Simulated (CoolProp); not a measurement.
A single-stage vapour-compression cycle with n-butane: evaporating at 282.15 K (dew point), condensing at 313.15 K (bubble point), superheat 10 K, subcooling 8 K, compressor efficiency 0.85, no pressure losses. Each further row changes one setting.

Computed with CoolProp (reference Helmholtz-energy equation of state, Bücker 2006).

```csv
case,cooling COP,pressure ratio,discharge temperature (K),refrigerating effect (kJ/kg),volumetric capacity (kJ/m³)
as stated,7.27,2.64,323.3,338,1220
evaporating temperature 287.15 K,8.99,2.22,323.0,346,1460
condensing temperature 308.15 K,8.85,2.29,318.6,351,1260
subcooling 13 K,7.53,2.64,323.3,351,1260
superheat 20 K,7.35,2.64,333.3,356,1230
compressor efficiency 0.75,6.41,2.64,326.5,338,1220
```
